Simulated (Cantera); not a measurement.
A closed system holds: 1 mol Si, 0.026 mol N₂O, 4 mol H₂, at 1698.15 K and 0.0133 bar.

Cantera equilibrium calculation (NASA polynomials, part measured and part estimated; ideal gas, pure solids and liquids). Candidate condensed phases: H₂O, Si, SiO₂, Si₂N₂O, Si₃N₄; 35 gas species. Gases not in the tables: Si₂H₆ and higher silanes. Rates play no part.

Base state: H₂ 0.986, SiO 0.00641, N₂ 0.00641, H 0.00125, Si 4.94e-5, SiH₂ 1.38e-5 (mole fractions); condensed: Si(l).

Task: What changes in the equilibrium state with this change: Si replaced by SiC?

Result: 
```
species       before    after
-----------  -------  -------
H₂             0.986    0.986
N₂           0.00641  0.00640
SiO          0.00641  0.00321
CO                 0  0.00320
HCN                0  1.84e-5
Si           4.94e-5  1.14e-5
Si(l), mol     0.974        0
SiC(s), mol        0    0.987
```
Further candidate phases: C, C₆H₆, C₇H₈, C₈H₁₈, SiC.
